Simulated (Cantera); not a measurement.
Mixture: 17.8 % H2, 7.42 % O2, 74.8 % N2, at 21800 Torr, adiabatic and at constant pressure. Ignition delay is the time to a rise of 400 K.

Cantera simulation using the H2/O2 subset of GRI-Mech 3.0, which has no nitrogen chemistry; the numbers are that mechanism's predictions, not measurements. The hydrogen kinetics of GRI-Mech 3.0 are dated; newer H2 mechanisms differ, most at raised pressure. The pressure lies above the range GRI-Mech 3.0 was tuned for (to about 10 atm).

**Question.** Predict: delay at 1075 K; delay at 1225 K; delay at 1375 K; delay at 1525 K; delay at 1675 K; apparent activation energy between 1525 and 1675 K.

**Answer.** 
```json
{
 "delay at 1075 K": "1.65 ms",
 "delay at 1225 K": "0.112 ms",
 "delay at 1375 K": "6.92 µs",
 "delay at 1525 K": "1.26 µs",
 "delay at 1675 K": "0.665 µs",
 "apparent activation energy between 1525 and 1675 K": "90 kJ/mol"
}
```
